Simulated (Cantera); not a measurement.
## N2O furnace oxynitridation

A perfectly stirred reactor is fed with N2O : N2 = 1 : 5.5 (molar parts), at 0.750 atm; it is held at 1325 K, and followed from long to short residence time.

Cantera simulation using GRI-Mech 3.0 (53 species, 325 reactions); the numbers are that mechanism's predictions, not measurements. GRI-Mech 3.0 was tuned for natural gas; its chemistry of N2O as a main component is partial and can be far from experiment. The mechanism lacks the step 2 NO + O2 → 2 NO2, which can matter for NO2 below about 1400 K. The temperature is held fixed by assumption; the heat of reaction is taken as removed at once.

| τ (s) | x N2O | x NO | x N2 | x O2 | x NO2 |
|---|---|---|---|---|---|
| 0.89 | 0.0391 | 0.0127 | 0.901 | 0.0468 | 8.46e-5 |
| 0.29 | 0.0746 | 0.0103 | 0.883 | 0.0316 | 6.78e-5 |
| 0.098 | 0.111 | 0.00598 | 0.866 | 0.0168 | 3.87e-5 |
| 0.033 | 0.136 | 0.00263 | 0.855 | 0.00708 | 1.60e-5 |
| 0.011 | 0.147 | 0.000974 | 0.849 | 0.00258 | 5.00e-6 |
| 0.0036 | 0.152 | 0.000330 | 0.847 | 0.000867 | 1.14e-6 |
| 0.0012 | 0.153 | 0.000109 | 0.846 | 0.000287 | 1.90e-7 |
| 0.00040 | 0.154 | 3.47e-5 | 0.846 | 9.09e-5 | 2.32e-8 |
| 0.00013 | 0.154 | 9.71e-6 | 0.846 | 2.54e-5 | 1.95e-9 |
x: mole fraction; the columns are a selection and need not sum to one.
